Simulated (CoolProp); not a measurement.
Isobutene at 293.15 K and 0.0435 MPa is throttled through a valve to 0.0213 MPa with no heat exchange. Each further row changes one setting.

The numbers come from the reference Helmholtz-energy equation of state, Lemmon 2005 in CoolProp. It is a short technical equation, of lower accuracy than the large ones.

```json
[
 {"case": "as stated", "temperature change (K)": "-0.6", "final density (kg/m³)": "[?]"},
 {"case": "outlet pressure 0.00639 MPa", "temperature change (K)": "[?]", "final density (kg/m³)": "0.148"},
 {"case": "outlet pressure 0.0277 MPa", "temperature change (K)": "[?]", "final density (kg/m³)": "[?]"}
]
```

What belongs in the gaps?


- as stated, final density (kg/m³): 0.494
- outlet pressure 0.00639 MPa, temperature change (K): -1.1
- outlet pressure 0.0277 MPa, temperature change (K): -0.4
- outlet pressure 0.0277 MPa, final density (kg/m³): 0.644
